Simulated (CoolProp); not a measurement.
Computed with CoolProp (reference Helmholtz-energy equation of state, Platzer 1990). This equation is an older, rougher fit; its heat capacities, sound speeds and derivatives of the liquid may be far off and weren't checked against measurements.

Problem. Give the vapour pressure (kPa), liquid density (kg/m³), vapour density (kg/m³), vapour viscosity (µPa s) of saturated CF4 (R14) at -122.75, -100.95 °C.

Solution. 
| T (°C) | p (kPa) | liquid density (kg/m³) | vapour density (kg/m³) | vapour viscosity (µPa s) |
|---|---|---|---|---|
| -122.75 | 145 | 1570 | 10.7 | 9.10 |
| -100.95 | 491 | 1450 | 34.0 | 10.8 |

Viscosity comes from a separate model (Huber 2003), an estimate that may be off by 10 % or more.
